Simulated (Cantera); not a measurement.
**Premixed flame**

A freely propagating, adiabatic, planar premixed flame of H2 : O2 : N2 : H2O = 1 : 0.263 : 0.989 : 0.36 (molar parts), equivalence ratio 1.9, unburnt at 723 K and 608 Torr; mixture-averaged transport, grid criteria slope 0.08 and curve 0.16, no radiation.

Detailed kinetics in Cantera: the H2/O2 subset of GRI-Mech 3.0, which has no nitrogen chemistry. Burning velocities carry a grid error of a few per cent, more on coarse grids.

```csv
z (mm),T (K),u (m/s),x H2,x O2,x H2O,x OH,x H2O2,x O
-1.81,723,10.4,0.383,0.101,0.138,<1e-8,<1e-8,<1e-8
-1.21,723,10.4,0.383,0.101,0.138,<1e-8,<1e-8,<1e-8
-0.905,723,10.4,0.383,0.101,0.138,<1e-8,<1e-8,<1e-8
-0.603,723,10.4,0.383,0.101,0.138,<1e-8,<1e-8,<1e-8
-0.302,737,10.6,0.380,0.100,0.139,4.12e-5,2.14e-6,1.11e-5
-0.151,888,12.5,0.356,0.0953,0.156,0.000476,5.75e-6,0.000272
0,1223,16.8,0.274,0.0654,0.224,0.00203,2.30e-6,0.00249
0.151,1475,20.1,0.192,0.0207,0.311,0.00478,1.64e-6,0.00353
0.302,1589,21.5,0.169,0.00585,0.341,0.00603,1.19e-6,0.00266
0.603,1699,22.8,0.170,0.00200,0.351,0.00667,7.53e-7,0.00200
1.21,1810,24.1,0.177,0.00125,0.357,0.00658,4.16e-7,0.00139
2.41,1914,25.2,0.183,0.000721,0.362,0.00579,2.16e-7,0.000824
4.83,2000,26.2,0.189,0.000351,0.367,0.00453,1.08e-7,0.000410
```
x: mole fraction of selected species; z is measured from the peak of heat release.

```json
{
  "laminar_burning_velocity": "1040 cm/s",
  "thermal_thickness": "0.603 mm",
  "peak x(OH)": "0.00672",
  "peak x(H2O2)": "5.87e-6",
  "peak x(O)": "0.00366",
  "grid_points": "127"
}
```
